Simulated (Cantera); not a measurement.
Feed: 1 mol Fe3O4, 2.7 mol CH4, 0.21 mol H2, at 1748.15 K and 5.30 bar.

Equilibrium computed with Cantera from the NASA thermochemical tables; the gas is ideal and each condensed phase is pure. Candidate condensed phases: C, C6H6, C7H8, C8H18, Fe, Fe(CO)5, FeO, Fe(OH)2, Fe(OH)3, Fe2O3, Fe3O4, H2O; 114 gas species. Kinetics and transport are ignored.

Base state: H2 0.540, CO 0.304, H2O 0.135, CO2 0.0211, H 7.30e-5 (mole fractions); condensed: Fe(δ).

### Question
What changes in the equilibrium state with this change: H2 from 0.21 to 16 mol?

### Answer
| species | before | after |
|---|---|---|
| H2 | 0.540 | 0.836 |
| CO | 0.304 | 0.110 |
| H2O | 0.135 | 0.0521 |
| CO2 | 0.0211 | 0.00190 |
| CH4 | 3.39e-6 | 1.19e-5 |
| H | 7.30e-5 | 9.09e-5 |
| Fe(δ), mol | 3.00 | 3.00 |
